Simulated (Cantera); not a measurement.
A Cantera script and what it prints.

```python
import numpy as np
import cantera as ct

gas_names = """
    H HNO HNO2 HNO3 HO2 H2 H2O H2O2 N NH NH2 NH3 NH2OH NO NO2 NO3 N2 N2H2 N2H4 N2O O OH O2 O3
""".split()
cond_names = """
    H2O(s) H2O(L)
""".split()


# ... load() reads the species with a 1 bar reference pressure and builds the phases ...
atoms = {
    'H2O': {'H': 2, 'O': 1},
    'N2': {'N': 2},
}
top_T = {}  # K; cautious upper limits of use, not melting points


# ... equilibrate(T, P, feed) seeds the gas with the atoms and calls Mixture.equilibrate('TP', solver="vcs", rtol=1e-11, max_steps=5000) ...
results = []
feed = {'H2O': 1, 'N2': 16}  # mol
T = 723.15  # K
P = 10000  # Pa
mix = equilibrate(T, P, feed)
results.append((T, P, feed, dict(zip(mix.species_names, mix.species_moles))))
print(gas.report(threshold=0.0001))
for i in range(1, mix.n_phases):
    print(f"{mix.phase(i).name:16s} {mix.phase_moles(i):12.5e} mol")
```

Result:

```
       temperature   723.15 K
          pressure   10000 Pa
           density   0.045614 kg/m^3
  mean mol. weight   27.426 kg/kmol
   phase of matter   gas

                          1 kg             1 kmol
                     ---------------   ---------------
          enthalpy            -52234       -1.4326e+06  J
   internal energy       -2.7147e+05       -7.4452e+06  J
           entropy            8714.4          2.39e+05  J/K
    Gibbs function       -6.3541e+06       -1.7427e+08  J
 heat capacity c_p            1140.8             31288  J/K
 heat capacity c_v            837.66             22974  J/K

                      mass frac. Y      mole frac. X     chem. pot. / RT
                     ---------------   ---------------   ---------------
               H2O          0.038639          0.058824           -69.305
                N2           0.96136           0.94118           -26.463
     [  +22 minor]        3.0954e-11        6.7452e-11
```

Cantera equilibrium calculation (NASA polynomials, part measured and part estimated; ideal gas, pure solids and liquids).
